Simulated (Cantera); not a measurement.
Cantera run, input and output.

```python
import numpy as np
import cantera as ct

gas = ct.Solution("gri30.yaml")
gas.TPX = 1000, 340, {'H2': 0.015, 'O2': 1}
reactor = ct.IdealGasConstPressureReactor(gas, energy="off", clone=False)
net = ct.ReactorNet([reactor])
net.rtol, net.atol = 1e-08, 1e-18
show = ['H2', 'O2', 'O', 'H', 'HO2']
times = np.geomspace(0.0005, 100, 9)

steps = ct.SolutionArray(gas, extra=["t"])
rows = []
print(f"{'t/s':>10s}{'T/K':>9s}{'P/Pa':>11s}" + "".join(f"{s:>11s}" for s in show))
for t in times:
    while net.time < t:
        t_next = net.step()
        steps.append(gas.state, t=t_next)
    rows.append([np.interp(t, steps.t, y) for y in (steps.T, steps.P, *steps(*show).X.T)])
    print(f"{t:10.3e}{rows[-1][0]:9.1f}{rows[-1][1]:11.4g}" + "".join(f"{x:11.3e}" for x in rows[-1][2:]))
rate = np.gradient(steps.T, steps.t)
print("integrator steps:", len(steps.t))
if steps.T.max() > steps.T[0] + 200:
    print(f"time of steepest temperature rise: {steps.t[rate.argmax()]:.4e} s")
gas.TPX = 1000, 340, {'H2': 0.015, 'O2': 1}
gas.equilibrate("TP")
print(f"equilibrium (TP): T = {gas.T:.1f} K  " + "  ".join(f"{s} {gas[s].X[0]:.3e}" for s in show))
```

Output:

```
       t/s      T/K       P/Pa         H2         O2          O          H        HO2
 5.000e-04   1000.0        340  1.478e-02  9.852e-01  6.595e-12  1.226e-11  1.804e-11
 2.299e-03   1000.0        340  1.478e-02  9.852e-01  8.783e-11  3.966e-11  8.316e-11
 1.057e-02   1000.0        340  1.478e-02  9.852e-01  3.247e-09  7.831e-10  3.954e-10
 4.862e-02   1000.0        340  1.343e-02  9.841e-01  8.045e-04  2.291e-04  8.318e-07
 2.236e-01   1000.0        340  8.174e-05  9.757e-01  8.728e-03  1.087e-03  7.339e-07
 1.028e+00   1000.0        340  3.109e-05  9.816e-01  3.289e-03  2.504e-04  5.107e-07
 4.729e+00   1000.0        340  3.566e-06  9.847e-01  3.839e-04  9.945e-06  1.819e-07
 2.175e+01   1000.0        340  2.244e-07  9.851e-01  2.504e-05  1.661e-07  3.154e-08
 1.000e+02   1000.0        340  1.706e-08  9.851e-01  1.957e-06  3.636e-09  3.943e-09
integrator steps: 1731
equilibrium (TP): T = 1000.0 K  H2 2.263e-11  O2 9.851e-01  O 2.694e-09  H 1.864e-13  HO2 2.765e-10
```

Cantera simulation using GRI-Mech 3.0 (53 species, 325 reactions); the numbers are that mechanism's predictions, not measurements. Radical loss at walls, strong at low pressure, is not modelled.
